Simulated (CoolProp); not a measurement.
Normal hydrogen along the isotherm -237.45 °C: fugacity coefficient from the reference equation and from simpler models built on Tc = -240.0 °C, pc = 1296 kPa, ω = -0.219; each cubic takes its own stable root.

The numbers come from the reference Helmholtz-energy equation of state, Leachman 2009 in CoolProp.

```csv
p (kPa),phase,reference,Redlich-Kwong,Soave-Redlich-Kwong,Peng-Robinson
10.2,gas,0.9979,0.9978,0.9978,0.9975
18.2,gas,0.9963,0.9961,0.9960,0.9955
32.4,gas,0.9934,0.9931,0.9929,0.9920
57.6,gas,0.9882,0.9878,0.9874,0.9858
102,gas,0.9791,0.9785,0.9777,0.9749
182,gas,0.9628,[?],0.9604,0.9555
324,gas,0.9341,0.9324,0.9300,0.9216
576,gas,0.8836,0.8812,0.8768,0.8630
1020,gas,0.7957,[?],0.7852,0.7640
1820,supercritical,0.6308,[?],0.6186,0.5913
3240,supercritical,0.4371,0.4540,0.4334,0.4060
```

Problem. What belongs in the gaps?

Solution. 
- 182, Redlich-Kwong: 0.9618
- 1020, Redlich-Kwong: 0.7932
- 1820, Redlich-Kwong: 0.6371
